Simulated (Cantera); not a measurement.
Input (Python, Cantera):

```python
import numpy as np
import cantera as ct

gas = ct.Solution("h2o2.yaml")
gas.TPX = 550, 94000, {'H2': 1, 'O2': 0.312, 'N2': 1.17}
flame = ct.FreeFlame(gas, width=0.042)
flame.set_refine_criteria(ratio=3, slope=0.08, curve=0.16)
flame.transport_model = "mixture-averaged"
flame.solve(loglevel=0, auto=True)
z, T = flame.grid, flame.T
thick = (T[-1] - T[0]) / np.gradient(T, z).max()
show = ['H2', 'O2', 'H2O2', 'H', 'O', 'OH']
print(f"laminar burning velocity  {flame.velocity[0] * 100:.3f} cm/s")
print(f"burnt temperature         {T[-1]:.1f} K")
print(f"thermal thickness         {thick * 1e3:.4f} mm")
print(f"grid points               {len(z)}")
z0 = z[flame.heat_release_rate.argmax()]
print(f"{'z/mm':>9s}{'T/K':>9s}{'u/(m/s)':>9s}" + "".join(f"{s:>11s}" for s in show))
rows = []
for k in (-3, -2, -1.5, -1, -0.5, -0.25, 0, 0.25, 0.5, 1, 2, 4, 8):
    zz = z0 + k * thick
    rows.append([k * thick, np.interp(zz, z, T), np.interp(zz, z, flame.velocity),
                 *(np.interp(zz, z, flame.X[gas.species_index(s)]) for s in show)])
    print(f"{rows[-1][0] * 1e3:9.3f}{rows[-1][1]:9.1f}{rows[-1][2]:9.3f}" + "".join(f"{x:11.3e}" for x in rows[-1][3:]))
```

Result:

```
laminar burning velocity  779.968 cm/s
burnt temperature         2389.3 K
thermal thickness         0.4719 mm
grid points               133
     z/mm      T/K  u/(m/s)         H2         O2       H2O2          H          O         OH
   -1.416    550.0    7.800  4.029e-01  1.257e-01  7.109e-18  5.683e-18  3.167e-17  7.968e-19
   -0.944    550.0    7.800  4.029e-01  1.257e-01  7.254e-15  5.461e-14  4.887e-14  1.237e-15
   -0.708    550.0    7.800  4.029e-01  1.257e-01  4.010e-13  8.524e-12  2.596e-12  6.681e-14
   -0.472    550.0    7.800  4.029e-01  1.257e-01  3.193e-10  1.910e-08  1.305e-09  6.603e-11
   -0.236    565.5    7.990  4.000e-01  1.258e-01  3.354e-06  1.705e-04  7.947e-06  5.458e-05
   -0.118    787.3   10.882  3.677e-01  1.200e-01  1.466e-05  8.157e-03  3.062e-04  7.681e-04
    0.000   1226.6   16.426  2.562e-01  7.960e-02  2.831e-06  5.219e-02  4.367e-03  2.950e-03
    0.118   1527.6   20.221  1.562e-01  2.186e-02  1.674e-06  8.931e-02  6.329e-03  6.688e-03
    0.236   1658.7   21.803  1.352e-01  6.703e-03  1.087e-06  9.104e-02  5.083e-03  8.210e-03
    0.472   1789.9   23.322  1.379e-01  3.445e-03  6.435e-07  7.844e-02  4.133e-03  9.291e-03
    0.944   1927.3   24.860  1.452e-01  2.411e-03  3.477e-07  6.218e-02  3.079e-03  9.616e-03
    1.888   2060.9   26.310  1.519e-01  1.501e-03  1.844e-07  4.633e-02  1.980e-03  9.003e-03
    3.775   2179.0   27.556  1.577e-01  7.994e-04  9.963e-08  3.228e-02  1.079e-03  7.514e-03
```

Computed with Cantera and the H2/O2 subset of GRI-Mech 3.0, which has no nitrogen chemistry. Burning velocities carry a grid error of a few per cent, more on coarse grids.
